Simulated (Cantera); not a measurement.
An isothermal, constant-pressure homogeneous reactor starts with 99.1 % N2O, 0.862 % H2O, at 1148 K and 0.370 bar.

Detailed kinetics in Cantera: GRI-Mech 3.0 (53 species, 325 reactions). GRI-Mech 3.0 was tuned for natural gas; its chemistry of N2O as a main component is partial and can be far from experiment. The mechanism lacks the step 2 NO + O2 → 2 NO2, which can matter for NO2 below about 1400 K. The temperature is held fixed by assumption; the heat of reaction is taken as removed at once.

One state of this run: x N2O = 0.967; x H2O = 0.00855; x NO = 0.00112; x O2 = 0.00743; x H = 3.21e-10; x H2 = 5.82e-9. x: mole fraction; the columns are a selection and need not sum to one.

**Question.** Which value of t (s) does it belong to?
(A) 0.654
(B) 0.000164
(C) 0.200
(D) 7.00

**Answer.** C, 0.200
